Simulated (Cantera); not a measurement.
Charge: 1 mol SiCl4, 0.62 mol Cl2, 0.77 mol H2, equilibrated at 1200 K and 1100000 Pa.

Method: chemical equilibrium by Gibbs-energy minimisation in Cantera with the NASA 1993 tables (ideal gas, pure condensed phases). The tables' values for SiCl3 are old estimates; treat these amounts as uncertain. Kinetics and transport are ignored.

| species | before | after |
|---|---|---|
| HCl | 0.520 | 0.539 |
| SiCl4 | 0.417 | 0.390 |
| H2 | 0.0613 | 0.0466 |
| SiCl3 | 0.000240 | 0.0171 |
| SiCl2 | 1.21e-6 | 0.00173 |
| Cl | 1.08e-7 | 4.18e-5 |
| SiH2Cl2 | 5.60e-7 | 1.20e-5 |
| SiHCl3 | 0.00134 | 0.00525 |
Gas species are given as mole fractions.

Question: Which change was made?
(A) temperature from 1200 K to 1625 K
(B) temperature from 1200 K to 673.15 K
(C) H2 from 0.77 to 5 mol
(D) temperature from 1200 K to 1475 K

Answer: A, temperature from 1200 K to 1625 K
